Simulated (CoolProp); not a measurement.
A simple Rankine cycle with R236FA: condensing at 324.15 K, boiler at 1.95 MPa, turbine inlet 375.4 K, turbine efficiency 0.7, pump efficiency 0.6, no recuperator. Each further row changes one setting.

Values from CoolProp's reference Helmholtz-energy equation of state, Pan 2012.

| case | thermal efficiency (%) | net work (kJ/kg) | heat in (kJ/kg) | turbine exit temperature (K) | volume ratio over the turbine |
|---|---|---|---|---|---|
| as stated | … | 10.4 | 154 | 339.4 | 4.05 |
| turbine inlet 395.4 K | 6.8 | 12.2 | 181 | 364.6 | 3.69 |
| condensing temperature 316.15 K | 7.7 | … | … | … | 5.15 |
| boiler pressure 1.36 MPa | 5.1 | … | 168 | 355.0 | … |
| turbine efficiency 0.6 | 5.6 | 8.63 | 154 | 341.2 | 4.09 |

Problem. Complete the blanks.

Solution. 
- as stated, thermal efficiency (%): 6.7
- condensing temperature 316.15 K, net work (kJ/kg): 12.8
- condensing temperature 316.15 K, heat in (kJ/kg): 165
- condensing temperature 316.15 K, turbine exit temperature (K): 334.6
- boiler pressure 1.36 MPa, net work (kJ/kg): 8.54
- boiler pressure 1.36 MPa, volume ratio over the turbine: 2.45
